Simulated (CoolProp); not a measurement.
A single-stage vapour-compression cycle with R134a: evaporating at 212.15 K (dew point), condensing at 249.15 K (bubble point), superheat 8 K, subcooling 2 K, compressor efficiency 0.85, no pressure losses. Each further row changes one setting.

The numbers come from the reference Helmholtz-energy equation of state, Tillner-Roth 1994 in CoolProp.

| case | cooling COP | pressure ratio | discharge temperature (K) | refrigerating effect (kJ/kg) | volumetric capacity (kJ/m³) |
|---|---|---|---|---|---|
| as stated | 4.27 | 7.47 | 284.9 | 200 | 168 |
| evaporating temperature 217.15 K | ___ | ___ | 279.8 | 204 | 230 |
| condensing temperature 244.15 K | 5.04 | 5.94 | 277.2 | 207 | 173 |
| subcooling 7 K | ___ | 7.47 | 284.9 | 207 | 173 |
| superheat 18 K | ___ | 7.47 | 295.8 | 207 | 166 |
| compressor efficiency 0.75 | ___ | 7.47 | 292.3 | 200 | 168 |

### Question
Some entries are withheld; supply them.

### Answer

- evaporating temperature 217.15 K, cooling COP: 5.16
- evaporating temperature 217.15 K, pressure ratio: 5.42
- subcooling 7 K, cooling COP: 4.41
- superheat 18 K, cooling COP: 4.23
- compressor efficiency 0.75, cooling COP: 3.77
